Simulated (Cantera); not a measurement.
## Adiabatic ignition

An adiabatic, constant-pressure homogeneous reactor starts with CH3OH : O2 : N2 = 1 : 1.72 : 6.48 (molar parts), equivalence ratio 0.87, at 1375 K and 12.0 bar.

Detailed kinetics in Cantera: GRI-Mech 3.0 (53 species, 325 reactions). GRI-Mech 3.0 was tuned for natural gas; its chemistry of methanol as a main component is partial and can be far from experiment. The pressure lies above the range GRI-Mech 3.0 was tuned for (to about 10 atm).

| t (s) | T (K) | x CH3OH | x O2 | x N2O | x C2H6 | x H2 | x C2H2 | x CH4 |
|---|---|---|---|---|---|---|---|---|
| 3.00e-6 | 1375 | 0.109 | 0.187 | 1.30e-11 | 1.03e-9 | 4.74e-6 | <1e-12 | 1.20e-6 |
| 1.01e-5 | 1375 | 0.109 | 0.187 | 1.57e-10 | 6.30e-9 | 1.86e-5 | <1e-12 | 5.76e-6 |
| 3.37e-5 | 1375 | 0.108 | 0.187 | 1.75e-9 | 1.85e-8 | 0.000118 | <1e-12 | 1.86e-5 |
| 0.000113 | 2636 | <1e-12 | 0.0369 | 1.45e-6 | <1e-12 | 0.0101 | <1e-12 | <1e-12 |
| 0.000378 | 2775 | <1e-12 | 0.0280 | 1.87e-6 | <1e-12 | 0.00645 | <1e-12 | <1e-12 |
| 0.00127 | 2767 | <1e-12 | 0.0258 | 1.96e-6 | <1e-12 | 0.00651 | <1e-12 | <1e-12 |
| 0.00424 | 2766 | <1e-12 | 0.0256 | 1.96e-6 | <1e-12 | 0.00652 | <1e-12 | <1e-12 |
| 0.0142 | 2766 | <1e-12 | 0.0256 | 1.96e-6 | <1e-12 | 0.00652 | <1e-12 | <1e-12 |
| 0.0476 | 2766 | <1e-12 | 0.0256 | 1.96e-6 | <1e-12 | 0.00652 | <1e-12 | <1e-12 |
| 0.160 | 2766 | <1e-12 | 0.0256 | 1.96e-6 | <1e-12 | 0.00652 | <1e-12 | <1e-12 |
| 0.535 | 2766 | <1e-12 | 0.0256 | 1.96e-6 | <1e-12 | 0.00652 | <1e-12 | <1e-12 |
| 1.79 | 2766 | <1e-12 | 0.0256 | 1.96e-6 | <1e-12 | 0.00652 | <1e-12 | <1e-12 |
| 6.00 | 2766 | <1e-12 | 0.0256 | 1.96e-6 | <1e-12 | 0.00652 | <1e-12 | <1e-12 |
x: mole fraction; the columns are a selection and need not sum to one.

- time of steepest temperature rise = 0.110 ms
- temperature at 6.00 s = 2766 K
- equilibrium temperature = 2766 K
- x(CH3OH) at 6.00 s = <1e-12 (gas-phase equilibrium <1e-12)
- x(O2) at 6.00 s = 0.0256 (gas-phase equilibrium 0.0256)
- x(N2O) at 6.00 s = 1.96e-6 (gas-phase equilibrium 1.96e-6)
